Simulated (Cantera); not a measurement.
Input: 1 mol B2O3, 1.9 mol H2O, 3.4 mol H2, 24 mol N2, held at 26.0 Pa.

Equilibrium computed with Cantera from the NASA thermochemical tables; the gas is ideal and each condensed phase is pure. Candidate condensed phases: B, BN, B2O3, B3O3H3, H2O; 39 gas species. Rates play no part.

Q: Which condensed phases are stable at each of these points (T (°C)): 902, 927, 952, 977, 1002, 1027, 1052, 1077, 1102?

A: 
```tsv
T (°C)	condensed phases	B condensed (%)
902	B2O3(l)	87.0
927	B2O3(l)	81.5
952	B2O3(l)	74.3
977	B2O3(l)	64.9
1002	B2O3(l)	52.9
1027	B2O3(l)	38.2
1052	B2O3(l)	20.4
1077	gas only	0.0
1102	gas only	0.0
```

From 902 °C to 1052 °C the condensed part is B2O3(l). From 1077 °C to 1102 °C nothing is condensed.
